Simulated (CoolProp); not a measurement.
Octamethylcyclotetrasiloxane (D4) at 584.18 K and 12.2 MPa is throttled through a valve to 0.95 MPa with no heat exchange. Each further row changes one setting.

The numbers come from the reference Helmholtz-energy equation of state, Thol 2015 in CoolProp.

```tsv
case	temperature change (K)	final phase	final density (kg/m³)
as stated	…	…	…
outlet pressure 0.285 MPa	…	…	21.3
outlet pressure 1.23 MPa	…	…	…
```

### Question
What belongs in the gaps?

### Answer

- as stated, temperature change (K): -20.4
- as stated, final phase: two-phase, vapour fraction 0.566
- as stated, final density (kg/m³): 161
- outlet pressure 0.285 MPa, temperature change (K): -46.2
- outlet pressure 0.285 MPa, final phase: gas
- outlet pressure 1.23 MPa, temperature change (K): -6.1
- outlet pressure 1.23 MPa, final phase: liquid
- outlet pressure 1.23 MPa, final density (kg/m³): 479
